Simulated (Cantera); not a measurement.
**Equilibrium for oxide etching and cleaning by halides: CaO + F2 + N2**

Input: 1 mol CaO, 14 mol F2, 9.1 mol N2, held at 3.70 Pa.

Cantera equilibrium calculation (NASA polynomials, part measured and part estimated; ideal gas, pure solids and liquids). Candidate condensed phases: Ca, CaF2, CaO; 22 gas species. The numbers say what is thermodynamically allowed, not how fast it happens.

```json
[
 {"T (°C)": "800", "x F": "0.730", "x N2": "0.256", "x CaF2": "1.09e-7", "x O2": "0.0140", "x O": "2.42e-8", "x F2": "0.000530", "x NO": "9.74e-6", "x FO": "6.69e-8", "n CaF2(s)": "1.000"},
 {"T (°C)": "850", "x F": "0.730", "x N2": "0.256", "x CaF2": "8.93e-7", "x O2": "0.0140", "x O": "8.57e-8", "x F2": "0.000233", "x NO": "1.54e-5", "x FO": "7.64e-8", "n CaF2(s)": "1.000"},
 {"T (°C)": "900", "x F": "0.730", "x N2": "0.256", "x CaF2": "6.05e-6", "x O2": "0.0140", "x O": "2.72e-7", "x F2": "0.000109", "x NO": "2.33e-5", "x FO": "8.63e-8", "n CaF2(s)": "1.000"},
 {"T (°C)": "950", "x F": "0.730", "x N2": "0.256", "x CaF2": "3.48e-5", "x O2": "0.0140", "x O": "7.87e-7", "x F2": "5.46e-5", "x NO": "3.42e-5", "x FO": "9.64e-8", "n CaF2(s)": "0.999"},
 {"T (°C)": "1000", "x F": "0.730", "x N2": "0.256", "x CaF2": "0.000173", "x O2": "0.0140", "x O": "2.09e-6", "x F2": "2.87e-5", "x NO": "4.87e-5", "x FO": "1.07e-7", "n CaF2(s)": "0.994"},
 {"T (°C)": "1050", "x F": "0.730", "x N2": "0.255", "x CaF2": "0.000756", "x O2": "0.0140", "x O": "5.17e-6", "x F2": "1.58e-5", "x NO": "6.74e-5", "x FO": "1.17e-7", "n CaF2(s)": "0.973"},
 {"T (°C)": "1100", "x F": "0.728", "x N2": "0.255", "x CaF2": "0.00295", "x O2": "0.0140", "x O": "1.20e-5", "x F2": "9.09e-6", "x NO": "9.10e-5", "x FO": "1.27e-7", "n CaF2(s)": "0.895"},
 {"T (°C)": "1150", "x F": "0.723", "x N2": "0.253", "x CaF2": "0.0104", "x O2": "0.0138", "x O": "2.60e-5", "x F2": "5.36e-6", "x NO": "0.000120", "x FO": "1.36e-7", "n CaF2(s)": "0.627"},
 {"T (°C)": "1200", "x F": "0.710", "x N2": "0.249", "x CaF2": "0.0273", "x O2": "0.0136", "x O": "5.34e-5", "x F2": "3.21e-6", "x NO": "0.000153", "x FO": "1.43e-7", "n CaF2(s)": "0"},
 {"T (°C)": "1250", "x F": "0.710", "x N2": "0.249", "x CaF2": "0.0273", "x O2": "0.0135", "x O": "0.000105", "x F2": "2.05e-6", "x NO": "0.000195", "x FO": "1.53e-7", "n CaF2(s)": "0"},
 {"T (°C)": "1300", "x F": "0.710", "x N2": "0.248", "x CaF2": "0.0273", "x O2": "0.0134", "x O": "0.000199", "x F2": "1.35e-6", "x NO": "0.000244", "x FO": "1.63e-7", "n CaF2(s)": "0"},
 {"T (°C)": "1350", "x F": "0.710", "x N2": "0.248", "x CaF2": "0.0273", "x O2": "0.0133", "x O": "0.000361", "x F2": "9.09e-7", "x NO": "0.000302", "x FO": "1.72e-7", "n CaF2(s)": "0"},
 {"T (°C)": "1400", "x F": "0.710", "x N2": "0.248", "x CaF2": "0.0273", "x O2": "0.0132", "x O": "0.000630", "x F2": "6.27e-7", "x NO": "0.000367", "x FO": "1.81e-7", "n CaF2(s)": "0"},
 {"T (°C)": "1450", "x F": "0.710", "x N2": "0.248", "x CaF2": "0.0273", "x O2": "0.0129", "x O": "0.00106", "x F2": "4.42e-7", "x NO": "0.000440", "x FO": "1.89e-7", "n CaF2(s)": "0"}
]
```
x: gas mole fraction; n: condensed amount in mol.

From 800 °C to 1150 °C the condensed part is CaF2(s). From 1200 °C to 1450 °C nothing is condensed. The main Ca-bearing gas is CaF2 throughout.
